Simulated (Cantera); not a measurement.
Feed: 1 mol Fe₃O₄, a varied amount of CH₄, 1.7 mol H₂, equilibrated at 1698 K and 0.133 bar.

These are equilibrium values from Cantera (NASA tables, ideal gas, pure condensed phases), not measurements of a reactor. Candidate condensed phases: C, C₆H₆, C₇H₈, C₈H₁₈, Fe, Fe(CO)₅, FeO, Fe(OH)₂, Fe(OH)₃, Fe₂O₃, Fe₃O₄, H₂O; 114 gas species. Iron dissolves carbon and melts from about 1420 K in contact with it, which pure phases cannot show. Mutual solubility and eutectic melting of coexisting phases are not modelled. The tables' stoichiometric FeO is somewhat more stable than real wüstite, so its field is too wide. FeO: taken at fixed stoichiometry. Condensed phases not in the tables: cementite and carbon dissolved in iron. Rates play no part.

x: gas mole fraction; n: condensed amount in mol.

```
n(CH₄) (mol)   x H₂   x CO    x H₂O    x CO₂       x H    x CH₄  n Fe(δ)  n FeO(l)  n C(graphite)
------------  -----  -----  -------  -------  --------  -------  -------  --------  -------------
0.45          0.580  0.130    0.272   0.0178  0.000302        ?    0.335      2.67              0
0.67          0.557  0.159    0.262   0.0218  0.000296  1.01e-9    0.722      2.28              0
1             0.536  0.187    0.251   0.0257  0.000290  1.09e-9     1.30      1.70              0
1.5           0.516  0.213    0.242   0.0293  0.000284  1.15e-9     2.18     0.817              0
2.3           0.557  0.245    0.175   0.0226  0.000296        ?     3.00         0              0
3.4           0.669  0.280   0.0449  0.00551  0.000324        ?     3.00         0              0
5.1           0.748  0.252  1.22e-5  1.21e-6  0.000342        ?     3.00         0           1.10
```

Some entries are withheld; supply them.


- 0.45, x CH₄: 8.90e-10
- 2.3, x CH₄: 2.32e-9
- 3.4, x CH₄: 1.79e-8
- 5.1, x CH₄: 8.23e-5
